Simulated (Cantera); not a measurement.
Cantera run:

```python
import numpy as np
import cantera as ct

gas_names = [...]  # 118 gases of nasa_gas.yaml made of C, Cl, F, H
cond_names = """
    C(gr) C6H6(L) C7H8(L) C8H18(L),n-octa
""".split()


# ... load() reads the species with a 1 bar reference pressure and builds the phases ...
atoms = {
    'CHF3': {'C': 1, 'H': 1, 'F': 3},
    'HCl': {'H': 1, 'CL': 1},
    'H2': {'H': 2},
}
top_T = {'C(gr)': 4500}  # K; cautious upper limits of use, not melting points


# ... equilibrate(T, P, feed) seeds the gas with the atoms and calls Mixture.equilibrate('TP', solver="vcs", rtol=1e-11, max_steps=5000) ...
results = []
feed = {'CHF3': 1, 'HCl': 0.01, 'H2': 0.65}  # mol
P = 34  # Pa
for T in [2900, 2950, 3000, 3050, 3100, 3150, 3200, 3250]:
    mix = equilibrate(T, P, feed)
    results.append((T, P, feed, dict(zip(mix.species_names, mix.species_moles))))

top = {s: max(r[3][s] / sum(r[3][g] for g in gas_names) for r in results) for s in gas_names}
cols = sorted((s for s in top if top[s] > 0.0001), key=lambda s: -top[s])[:9]
seen = [c for c in cond_names if any(r[3].get(c, 0) > 1e-12 for r in results)]
print("log10 of partial pressures in bar; condensed amounts in mol")
print(f"{'T/K':>10s}" + "".join(f"{s[:9]:>10s}" for s in cols + seen))
for T, P, feed, n in results:
    ng = sum(n[g] for g in gas_names)
    print(f"{T:10.4g}" + "".join(f"{np.log10(max(n[s] / ng * P / 1e5, 1e-99)):10.3f}" for s in cols)
          + "".join(f"{n.get(c, 0):10.4g}" for c in seen))
```

Output:

```
log10 of partial pressures in bar; condensed amounts in mol
       T/K         F         H        HF         C        C3        CF        C2        CL        H2
      2900    -3.933    -4.172    -3.936    -4.972    -4.733    -5.212    -5.486    -6.102    -6.465
      2950    -3.902    -4.106    -4.020    -4.857    -4.796    -5.236    -5.442    -6.124    -6.473
      3000    -3.875    -4.053    -4.117    -4.750    -4.872    -5.267    -5.410    -6.146    -6.503
      3050    -3.854    -4.012    -4.225    -4.654    -4.964    -5.308    -5.391    -6.168    -6.552
      3100    -3.838    -3.982    -4.342    -4.568    -5.076    -5.360    -5.388    -6.188    -6.619
      3150    -3.826    -3.960    -4.468    -4.494    -5.211    -5.423    -5.403    -6.206    -6.698
      3200    -3.817    -3.945    -4.599    -4.432    -5.374    -5.497    -5.439    -6.221    -6.787
      3250    -3.811    -3.934    -4.732    -4.384    -5.566    -5.583    -5.496    -6.233    -6.881
```

Cantera equilibrium calculation (NASA polynomials, part measured and part estimated; ideal gas, pure solids and liquids).
